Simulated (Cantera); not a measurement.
A freely propagating, adiabatic, planar premixed flame of H2 : O2 : N2 = 1 : 0.227 : 0.855 (molar parts), equivalence ratio 2.2, unburnt at 450 K and 8.29 atm; mixture-averaged transport, grid criteria slope 0.08 and curve 0.16, no radiation.

Computed with Cantera and the H2/O2 subset of GRI-Mech 3.0, which has no nitrogen chemistry. The hydrogen kinetics of GRI-Mech 3.0 are dated; newer H2 mechanisms differ, most at raised pressure. Burning velocities carry a grid error of a few per cent, more on coarse grids.

Problem. Predict: laminar burning velocity; thermal thickness; peak x(H2O2); peak x(OH); peak x(O).

Solution. 
```json
{
  "laminar_burning_velocity": "471 cm/s",
  "thermal_thickness": "0.0284 mm",
  "peak x(H2O2)": "0.000116",
  "peak x(OH)": "0.00232",
  "peak x(O)": "0.00118"
}
```
